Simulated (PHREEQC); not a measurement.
Synthetic water in mg/L, 25 °C, pH 3.82, pe 10.6:

| constituent | mg/L |
|---|---|
| Na | 890 |
| K | 16.7 |
| Ca | 203 |
| Mg | 46 |
| Cl | 120 |
| S(6) as SO4 | 2430 |
| Cu(2) | 3.15 |
| Pb | 1.46 |
| Mn(2) | 2.47 |

Valence states are taken as typed.

Equilibrium calculation in PHREEQC: ion-association model, phreeqc.dat.

Question: The ionic strength comes out as 0.0712 mol/kgw. What activity coefficients do Cl-, Cu+2, Na+, Mg+2, KSO4- get?

Answer: Cl- 0.79, Cu+2 0.44, Na+ 0.81, Mg+2 0.44, KSO4- 0.81.

This is a speciation only: nothing precipitates in the calculation.
